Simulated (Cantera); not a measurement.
# Equilibrium for fluorocarbon and chlorocarbon gases: C2F6 + Si + H2

Feed: 1 mol C2F6, 0.15 mol Si, 0.61 mol H2, held at 1900 °C.

Cantera equilibrium calculation (NASA polynomials, part measured and part estimated; ideal gas, pure solids and liquids). Candidate condensed phases: C, C6H6, C7H8, C8H18, Si, SiC; 113 gas species. The feed counts by its element totals alone. The tables' values for SiF3, SiF2 are old estimates; treat these amounts as uncertain. Gases not in the tables: C2F6 and larger saturated fluorocarbons. Equilibrium is a limit: real reactors are often held back by kinetics, nucleation or transport.

From 1.00 Pa to 100000 Pa the condensed part is C(graphite). The main Si-bearing gas is SiF4 throughout.

```tsv
P (Pa)	log p F	log p HF	log p CF4	log p CF2	log p SiF4	n C(graphite)
1	-5.13	-5.66	-11.38	-7.07	-6.60	1.91
4.20	-4.53	-5.02	-8.96	-5.86	-5.94	1.78
18	-3.96	-4.36	-6.68	-4.72	-5.27	1.43
75	-3.49	-3.67	-4.80	-3.78	-4.58	0.930
320	-3.14	-2.94	-3.43	-3.10	-3.86	0.704
1300	-2.91	-2.26	-2.50	-2.63	-3.17	0.756
5600	-2.72	-1.58	-1.73	-2.25	-2.49	0.839
24000	-2.55	-0.93	-1.04	-1.90	-1.84	0.893
100000	-2.39	-0.30	-0.39	-1.58	-1.21	0.922
```
log p: log10 of the partial pressure in bar; n: condensed amount in mol.
